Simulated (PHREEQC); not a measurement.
Consider water at 20 °C with 0.1 mol HF, 0.13 mol NH4HF2, 0.1 mol H2SiF6 and 0.041 mol HCl per kg of water. Closed to the air; pH follows from the charge balance.

Computed with PHREEQC (ion-association model, phreeqc.dat).

Precipitation was switched off in this run.

Question: Order these F species by the share of F that they hold, largest first: SiF6-2, HF2-, F-, HF.

Answer: SiF6-2 (62 %), HF (36 %), HF2- (1.1 %), F- (0.46 %)

The pH is 1.03 and the ionic strength 0.351 mol/kgw. Species that the database lacks are ignored. SiF6-2 is the database's only silicon fluoride.
